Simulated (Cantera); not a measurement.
Input: 1 mol Cu, 0.028 mol CO₂, 12 mol N₂, equilibrated at 0.0133 bar.

Equilibrium computed with Cantera from the NASA thermochemical tables; the gas is ideal and each condensed phase is pure. Candidate condensed phases: C, Cu, CuO, Cu₂O; 27 gas species. Kinetics and transport are ignored.

x: gas mole fraction; n: condensed amount in mol.

```json
[
 {"T (°C)": "502", "x N₂": "0.998", "x Cu": "<1e-12", "x CO₂": "0.00233", "x CO": "2.53e-10", "x NO": "<1e-12", "n Cu(s)": "1.00", "n Cu(l)": "0"},
 {"T (°C)": "602", "x N₂": "0.998", "x Cu": "3.77e-12", "x CO₂": "0.00233", "x CO": "1.93e-9", "x NO": "7.89e-11", "n Cu(s)": "1.00", "n Cu(l)": "0"},
 {"T (°C)": "702", "x N₂": "0.998", "x Cu": "4.18e-10", "x CO₂": "0.00233", "x CO": "9.71e-9", "x NO": "3.06e-9", "n Cu(s)": "1.00", "n Cu(l)": "0"},
 {"T (°C)": "802", "x N₂": "0.998", "x Cu": "1.92e-8", "x CO₂": "0.00233", "x CO": "8.04e-8", "x NO": "2.70e-8", "n Cu(s)": "1.00", "n Cu(l)": "0"},
 {"T (°C)": "902", "x N₂": "0.998", "x Cu": "4.54e-7", "x CO₂": "0.00233", "x CO": "4.81e-7", "x NO": "1.59e-7", "n Cu(s)": "1.000", "n Cu(l)": "0"},
 {"T (°C)": "1002", "x N₂": "0.998", "x Cu": "6.49e-6", "x CO₂": "0.00233", "x CO": "2.16e-6", "x NO": "7.03e-7", "n Cu(s)": "1.000", "n Cu(l)": "0"},
 {"T (°C)": "1102", "x N₂": "0.998", "x Cu": "6.17e-5", "x CO₂": "0.00232", "x CO": "7.81e-6", "x NO": "2.51e-6", "n Cu(s)": "0", "n Cu(l)": "0.999"},
 {"T (°C)": "1202", "x N₂": "0.997", "x Cu": "?", "x CO₂": "0.00230", "x CO": "?", "x NO": "?", "n Cu(s)": "0", "n Cu(l)": "0.995"},
 {"T (°C)": "1302", "x N₂": "0.996", "x Cu": "0.00205", "x CO₂": "0.00226", "x CO": "6.14e-5", "x NO": "1.94e-5", "n Cu(s)": "0", "n Cu(l)": "0.975"},
 {"T (°C)": "1402", "x N₂": "0.989", "x Cu": "0.00856", "x CO₂": "0.00217", "x CO": "0.000140", "x NO": "4.40e-5", "n Cu(s)": "0", "n Cu(l)": "0.896"},
 {"T (°C)": "1502", "x N₂": "0.967", "x Cu": "0.0303", "x CO₂": "0.00197", "x CO": "0.000283", "x NO": "8.81e-5", "n Cu(s)": "0", "n Cu(l)": "0.623"},
 {"T (°C)": "1602", "x N₂": "0.921", "x Cu": "0.0764", "x CO₂": "?", "x CO": "?", "x NO": "?", "n Cu(s)": "0", "n Cu(l)": "0"},
 {"T (°C)": "1702", "x N₂": "0.921", "x Cu": "0.0765", "x CO₂": "0.00134", "x CO": "0.000811", "x NO": "0.000257", "n Cu(s)": "0", "n Cu(l)": "0"}
]
```

Task: Some entries are withheld; supply them.

Result: 
- 1202, x Cu: 0.000402
- 1202, x CO: 2.36e-5
- 1202, x NO: 7.50e-6
- 1602, x CO₂: 0.00165
- 1602, x CO: 0.000500
- 1602, x NO: 0.000155
